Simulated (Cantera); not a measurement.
Input (Python, Cantera):

```python
import numpy as np
import cantera as ct

gas = ct.Solution("gri30.yaml")
gas.TPX = 375, 42000, {'C3H8': 1, 'O2': 4.17, 'N2': 14.6}
flame = ct.FreeFlame(gas, width=0.073)
flame.set_refine_criteria(ratio=3, slope=0.08, curve=0.16)
flame.transport_model = "mixture-averaged"
flame.solve(loglevel=0, auto=True)
z, T = flame.grid, flame.T
thick = (T[-1] - T[0]) / np.gradient(T, z).max()
show = ['C3H8', 'O2', 'HCO', 'N2O', 'H2O2', 'NO']
print(f"laminar burning velocity  {flame.velocity[0] * 100:.3f} cm/s")
print(f"burnt temperature         {T[-1]:.1f} K")
print(f"thermal thickness         {thick * 1e3:.4f} mm")
print(f"grid points               {len(z)}")
z0 = z[flame.heat_release_rate.argmax()]
print(f"{'z/mm':>9s}{'T/K':>9s}{'u/(m/s)':>9s}" + "".join(f"{s:>11s}" for s in show))
rows = []
for k in (-3, -2, -1.5, -1, -0.5, -0.25, 0, 0.25, 0.5, 1, 2, 4, 8):
    zz = z0 + k * thick
    rows.append([k * thick, np.interp(zz, z, T), np.interp(zz, z, flame.velocity),
                 *(np.interp(zz, z, flame.X[gas.species_index(s)]) for s in show)])
    print(f"{rows[-1][0] * 1e3:9.3f}{rows[-1][1]:9.1f}{rows[-1][2]:9.3f}" + "".join(f"{x:11.3e}" for x in rows[-1][3:]))
```

Result:

```
laminar burning velocity  89.046 cm/s
burnt temperature         2294.6 K
thermal thickness         0.6044 mm
grid points               153
     z/mm      T/K  u/(m/s)       C3H8         O2        HCO        N2O       H2O2         NO
   -1.813    375.0    0.891  5.054e-02  2.107e-01  1.037e-20  1.136e-14  1.513e-09  6.862e-11
   -1.209    375.5    0.894  5.044e-02  2.102e-01  4.713e-17  2.930e-13  2.567e-08  1.176e-09
   -0.907    379.3    0.907  5.027e-02  2.092e-01  9.098e-14  4.216e-12  2.302e-07  1.105e-08
   -0.604    423.9    1.024  4.960e-02  2.040e-01  3.436e-10  9.086e-11  2.204e-06  1.495e-07
   -0.302    848.4    2.128  3.727e-02  1.632e-01  8.889e-07  2.090e-09  9.192e-06  2.350e-06
   -0.151   1303.5    3.404  1.315e-02  1.139e-01  3.995e-05  6.097e-09  1.092e-05  5.853e-06
    0.000   1714.3    4.602  5.046e-04  6.254e-02  1.267e-04  1.310e-08  1.688e-06  1.230e-05
    0.151   1909.8    5.153  1.068e-06  3.160e-02  4.968e-05  1.968e-08  2.482e-07  2.194e-05
    0.302   1965.2    5.291  3.560e-10  1.816e-02  7.189e-06  2.337e-08  1.133e-07  3.031e-05
    0.604   1995.3    5.342  8.558e-17  1.068e-02  1.498e-07  2.352e-08  9.820e-08  3.794e-05
    1.209   2024.8    5.395  1.178e-24  8.370e-03  9.018e-08  2.175e-08  8.509e-08  4.257e-05
    2.418   2062.8    5.479  6.554e-32  7.203e-03  7.618e-08  2.132e-08  7.115e-08  4.798e-05
    4.835   2113.8    5.595  6.242e-40  5.841e-03  5.954e-08  2.140e-08  5.588e-08  5.746e-05
```

Cantera simulation using GRI-Mech 3.0 (53 species, 325 reactions); the numbers are that mechanism's predictions, not measurements. GRI-Mech 3.0 was tuned for natural gas; its chemistry of propane as a main component is partial and can be far from experiment. Burning velocities carry a grid error of a few per cent, more on coarse grids.
